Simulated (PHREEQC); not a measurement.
Dissolve 0.094 mol Al(NO3)3 and 0.098 mol LiBr per kg of water at 20 °C. Closed to the air; pH follows from the charge balance.

Computed with PHREEQC (ion-association model, wateq4f.dat).

### Question
The ionic strength comes out as 0.661 mol/kgw. What activity coefficients do H+, Br-, NO3-, Li+, Al+3 get?

### Answer
H+ 0.76, Br- 0.75, NO3- 0.59, Li+ 0.70, Al+3 0.081.

No solid was allowed to form.
